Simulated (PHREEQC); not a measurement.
Model water analysis in mg/L, 25 °C, pH 5.97, pe 9.9: Na 1.53; K 1.09; Ca 6.55; Mg 1.14; Cl 3.64; S(6) as SO4 13.2; Alkalinity as HCO3 9.16; Cu(2) 0.00497; Ni 0.0435; F 0.00114; B 0.000963; Br 0.368; N(5) as NO3 0.109.

Valence states are taken as typed.

Model: ion-association model, wateq4f.dat, run in PHREEQC.

Each row changes one thing in this solution. No solid was allowed to form.

```csv
case,ionic strength (mol/kgw),CO2 (mol/kgw),HCO3- (mol/kgw),SO4-2 (mol/kgw),CaSO4 (mol/kgw),MgSO4 (mol/kgw),SI of Tenorite (CuO),SI of Gypsum (CaSO4:2H2O)
as made,0.000857,0.000351,0.000151,0.000133,3.26e-6,1.10e-6,-2.90,-3.21
all concentrations times 4 at the same typed pH,0.00329,0.00135,0.000595,0.000499,3.73e-5,1.25e-5,-2.44,-2.15
temperature from 25 to 35 °C at the same typed pH,0.000854,0.000319,0.000151,0.000132,3.53e-6,1.39e-6,-2.54,-3.20
K from 1.09 to 3.27 mg/L,0.000884,0.000351,0.000151,0.000133,3.25e-6,1.09e-6,-2.90,-3.21
pH from 5.97 to 5.5 at the same alkalinity,0.000859,0.00105,(withheld),0.000133,3.26e-6,1.10e-6,(withheld),-3.21
pH from 5.97 to 6.97 at the same alkalinity,0.000855,3.48e-5,0.000149,0.000133,3.26e-6,1.10e-6,(withheld),-3.21
```

Q: Some entries are withheld; supply them.

A: 
- pH from 5.97 to 5.5 at the same alkalinity, HCO3- (mol/kgw): 0.000153
- pH from 5.97 to 5.5 at the same alkalinity, SI of Tenorite (CuO): -3.83
- pH from 5.97 to 6.97 at the same alkalinity, SI of Tenorite (CuO): -1.33

Species that the database lacks are ignored. Real BF4- forms and hydrolyses slowly; the run takes it at equilibrium. The database's constant for dissolved Cu(OH)2 is higher than later reviews accept. The database's nickel carbonate constants are estimates that later reviews lower a good deal.
